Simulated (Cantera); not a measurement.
Cantera run:

```python
import numpy as np
import cantera as ct

gas_names = """
    CL CL2 Fe FeCL FeCL2 FeCL3 Fe2CL4 Fe2CL6 H HCL H2 N NH NH2 NH3 N2 N2H2 N2H4
""".split()
cond_names = """
    Fe(a) Fe(c) Fe(d) Fe(L) FeCL2(s) FeCL2(L) FeCL3(s) FeCL3(L) NH4CL(a) NH4CL(b)
""".split()


def load(file, names, dense=False):
    # The tables refer to 1 bar. Condensed volumes are neglected.
    table = {s.name: s for s in ct.Species.list_from_file(file)}
    out = []
    for n in names:
        d = dict(table[n].input_data)
        d["thermo"] = dict(d["thermo"], **{"reference-pressure": 1e5})
        if dense:
            d["equation-of-state"] = {"model": "constant-volume", "density": "1e6 g/cm^3"}
        out.append(ct.Species.from_dict(d))
    return out


gas = ct.Solution(thermo="ideal-gas", species=load("nasa_gas.yaml", gas_names))
cond = {s.name: ct.Solution(thermo="fixed-stoichiometry", species=[s], name=s.name)
        for s in load("nasa_condensed.yaml", cond_names, dense=True)}
atoms = {
    'FeCl2': {'Fe': 1, 'CL': 2},
    'HCl': {'H': 1, 'CL': 1},
    'N2': {'N': 2},
}
top_T = {}  # K; cautious upper limits of use, not melting points


def equilibrate(T, P, feed):
    n = {}
    for name, mol in feed.items():
        for a, k in atoms[name].items():
            n[a] = n.get(a, 0.0) + k * mol
    gas.TPX = T, P, n
    mass = sum(n.values()) * gas.mean_molecular_weight
    gas.equilibrate("TP")
    valid = [c for c in cond.values() if c.min_temp <= T <= top_T.get(c.name, c.max_temp)]
    mix = ct.Mixture([(gas, mass / gas.mean_molecular_weight)] + [(c, 0.0) for c in valid])
    mix.T, mix.P = T, P
    mix.equilibrate("TP", solver="vcs", rtol=1e-11, max_steps=5000)
    return mix


results = []
feed = {'FeCl2': 1, 'HCl': 1.6, 'N2': 1.5}  # mol
P = 0.21  # Pa
for T in [1775, 1800, 1825, 1850, 1875, 1900, 1925, 1950, 1975, 2000, 2025]:
    mix = equilibrate(T, P, feed)
    results.append((T, P, feed, dict(zip(mix.species_names, mix.species_moles))))

top = {s: max(r[3][s] / sum(r[3][g] for g in gas_names) for r in results) for s in gas_names}
cols = sorted((s for s in top if top[s] > 1e-06), key=lambda s: -top[s])[:5]
seen = [c for c in cond_names if any(r[3].get(c, 0) > 1e-12 for r in results)]
print("log10 of partial pressures in bar; condensed amounts in mol")
print(f"{'T/K':>10s}" + "".join(f"{s[:9]:>10s}" for s in cols + seen))
for T, P, feed, n in results:
    ng = sum(n[g] for g in gas_names)
    print(f"{T:10.4g}" + "".join(f"{np.log10(max(n[s] / ng * P / 1e5, 1e-99)):10.3f}" for s in cols)
          + "".join(f"{n.get(c, 0):10.4g}" for c in seen))
```

Output:

```
log10 of partial pressures in bar; condensed amounts in mol
       T/K        CL        N2       HCL        Fe         H
      1775    -6.206    -6.259    -6.319    -6.590    -7.304
      1800    -6.162    -6.278    -6.357    -6.550    -7.203
      1825    -6.130    -6.293    -6.400    -6.525    -7.100
      1850    -6.106    -6.306    -6.447    -6.514    -6.998
      1875    -6.087    -6.316    -6.501    -6.510    -6.901
      1900    -6.073    -6.326    -6.562    -6.511    -6.812
      1925    -6.060    -6.334    -6.630    -6.515    -6.733
      1950    -6.050    -6.342    -6.706    -6.521    -6.663
      1975    -6.041    -6.349    -6.790    -6.527    -6.604
      2000    -6.034    -6.356    -6.882    -6.533    -6.553
      2025    -6.028    -6.362    -6.979    -6.539    -6.512
```

These are equilibrium values from Cantera (NASA tables, ideal gas, pure condensed phases), not measurements of a reactor.
